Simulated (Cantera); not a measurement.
A perfectly stirred reactor is fed with 77.5 % N2O, 22.5 % O2, at 100000 Pa; it is held at 1023 K, and followed from long to short residence time.

Detailed kinetics in Cantera: GRI-Mech 3.0 (53 species, 325 reactions). GRI-Mech 3.0 was tuned for natural gas; its chemistry of N2O as a main component is partial and can be far from experiment. The mechanism lacks the step 2 NO + O2 → 2 NO2, which can matter for NO2 below about 1400 K. The temperature is held fixed by assumption; the heat of reaction is taken as removed at once.

### Question
Predict: x(N2O) at τ = 22.0 s; x(O2) at τ = 22.0 s; x(NO) at τ = 22.0 s; x(NO2) at τ = 22.0 s; x(N2) at τ = 22.0 s; x(N2O) at τ = 32.0 ms; x(O2) at τ = 32.0 ms; x(NO) at τ = 32.0 ms; x(NO2) at τ = 32.0 ms; x(N2) at τ = 32.0 ms.

### Answer
```
Property                  Value
---------------------  --------
x(N2O) at τ = 22.0 s      0.590
x(O2) at τ = 22.0 s       0.274
x(NO) at τ = 22.0 s     0.00549
x(NO2) at τ = 22.0 s    8.83e-5
x(N2) at τ = 22.0 s       0.130
x(N2O) at τ = 32.0 ms     0.775
x(O2) at τ = 32.0 ms      0.225
x(NO) at τ = 32.0 ms    1.26e-5
x(NO2) at τ = 32.0 ms   2.00e-8
x(N2) at τ = 32.0 ms   0.000269
```
